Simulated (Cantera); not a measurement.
Input: 1 mol SiH₂Cl₂, 9.7 mol N₂, held at 1475 K and 0.000350 bar.

Method: chemical equilibrium by Gibbs-energy minimisation in Cantera with the NASA 1993 tables (ideal gas, pure condensed phases). Candidate condensed phases: NH₄Cl, Si, Si₃N₄; 28 gas species. N₂ is the only nitrogen source here; it is nearly inert below about 1500 K, so the nitride shown seldom forms there in practice. The tables' values for SiCl₃, SiCl are old estimates; treat these amounts as uncertain. The numbers say what is thermodynamically allowed, not how fast it happens.

Base state: N₂ 0.826, HCl 0.0655, H₂ 0.0545, SiCl₂ 0.0532, SiCl₃ 0.000820, H 0.000162, Cl 0.000158, SiCl₄ 4.29e-5 (mole fractions); condensed: Si₃N₄(s).

What changes in the equilibrium state with this change: 0.23 mol O₂ added?


```
species           before     after
--------------  --------  --------
N₂                 0.826     0.813
HCl               0.0655     0.128
H₂                0.0545    0.0226
SiCl₂             0.0532    0.0206
SiO                    0    0.0148
SiCl             1.68e-5   2.15e-6
SiCl₄            4.29e-5  0.000152
Cl              0.000158  0.000477
H               0.000162  0.000104
SiCl₃           0.000820  0.000961
Si₃N₄(s), mol      0.127         0
Si₂N₂O(s), mol         0     0.288
```
The tables' values for SiCl₃ are old estimates; treat these amounts as uncertain. Further candidate phases: H₂O, SiO₂, Si₂N₂O.
